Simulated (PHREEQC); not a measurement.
Metal-bearing waste water: an equilibrium model

Consider water at 25 °C with 12 mmol/kgw CdCl2, 2.2 mmol/kgw CuCl2, 0.16 mmol/kgw HCl and 96 mmol/kgw NaCl. Closed to the air; pH follows from the charge balance.

Model: ion-association model, phreeqc.dat, run in PHREEQC.

Precipitation was switched off in this run.

What pH, ionic strength does the model give?

pH 3.88; ionic strength 0.116 mol/kgw.

In which forms is Cu present?

Cu+2 89 %, CuCl+ 10 % of the Cu.

Complexes and solids missing from the database can't appear.
